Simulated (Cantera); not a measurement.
A freely propagating, adiabatic, planar premixed flame of CH₄ : H₂ : O₂ : N₂ : H₂O = 1 : 0.24 : 2.75 : 12.9 : 0.38 (molar parts), unburnt at 450 K and 1.00 bar; mixture-averaged transport, grid criteria slope 0.08 and curve 0.16, no radiation.

Model: GRI-Mech 3.0 (53 species, 325 reactions), integrated in Cantera. Burning velocities carry a grid error of a few per cent, more on coarse grids.

How do the results move with these cheaper or finer settings: unity-Lewis-number transport; multicomponent transport; multicomponent+Soret transport; grid criteria slope 0.5, curve 1; grid criteria slope 0.25, curve 0.5; grid criteria slope 0.03, curve 0.06?


```csv
setting,laminar burning velocity,thermal thickness,peak x(H),peak x(C₂H₆),grid points
as above,32.9 cm/s,0.663 mm,0.00179,0.000381,139
unity-Lewis-number transport,32.0 cm/s,0.619 mm,0.00265,0.000288,129
multicomponent transport,33.4 cm/s,0.667 mm,0.00182,0.000390,139
multicomponent+Soret transport,32.7 cm/s,0.674 mm,0.00178,0.000378,139
"grid criteria slope 0.5, curve 1",36.1 cm/s,0.718 mm,0.00186,0.000374,34
"grid criteria slope 0.25, curve 0.5",34.2 cm/s,0.682 mm,0.00181,0.000379,57
"grid criteria slope 0.03, curve 0.06",32.5 cm/s,0.657 mm,0.00179,0.000381,316
```
The base run took around 30 core-seconds (rough).
Unity Lewis numbers drop preferential diffusion, which matters most where H2 and H carry the flame; Soret adds thermal diffusion.
